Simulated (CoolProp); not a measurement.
A single-stage vapour-compression cycle with the fluid: evaporating at 220.15 K (dew point), condensing at 257.15 K (bubble point), superheat 5 K, subcooling 8 K, compressor efficiency 0.8, no pressure losses. The same conditions are run with several fluids, on thermodynamics alone (safety and materials aside).

Values from CoolProp's reference Helmholtz-energy equation of state of each fluid (carbonyl sulfide: Lemmon 2006; ethylene: Smukala 2000; isobutane: Bücker 2006; R134a: Tillner-Roth 1994; nitrous oxide: Lemmon 2006; ammonia: Gao 2020).

Question: Rank carbonyl sulfide, ethylene, isobutane, R134a, nitrous oxide, ammonia by cooling COP, highest first.

Answer: isobutane (4.41), R134a (4.35), carbonyl sulfide (4.22), ammonia (4.03), nitrous oxide (3.99), ethylene (3.74)

| fluid | pressure ratio | discharge temperature (K) | refrigerating effect (kJ/kg) | volumetric capacity (kJ/m³) |
|---|---|---|---|---|
| carbonyl sulfide | 4.42 | 327.2 | 279 | 814 |
| ethylene | 2.91 | 299.0 | 315 | 5320 |
| isobutane | 6.05 | 280.6 | 345 | 153 |
| R134a | 6.38 | 288.8 | 201 | 274 |
| nitrous oxide | 3.51 | 316.9 | 281 | 4140 |
| ammonia | 6.65 | 379.6 | 1310 | 410 |
